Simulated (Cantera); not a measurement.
An isothermal, constant-pressure homogeneous reactor starts with NO : N₂ = 1 : 0.57 (molar parts), at 1550 K and 1.01 bar.

Detailed kinetics in Cantera: GRI-Mech 3.0 (53 species, 325 reactions).

Q: Predict: x(NO) at 80.0 s; x(O) at 80.0 s; x(NO₂) at 80.0 s; x(O₂) at 80.0 s; x(N₂) at 80.0 s; x(N₂O) at 80.0 s.

A: 
```
Quantity                                           Result
----------------  ---------------------------------------
x(NO) at 80.0 s     0.224 (gas-phase equilibrium 0.00178)
x(O) at 80.0 s    3.57e-6 (gas-phase equilibrium 4.41e-6)
x(NO₂) at 80.0 s  0.00103 (gas-phase equilibrium 1.02e-5)
x(O₂) at 80.0 s       0.206 (gas-phase equilibrium 0.318)
x(N₂) at 80.0 s       0.569 (gas-phase equilibrium 0.681)
x(N₂O) at 80.0 s  1.73e-5 (gas-phase equilibrium 1.01e-7)
```
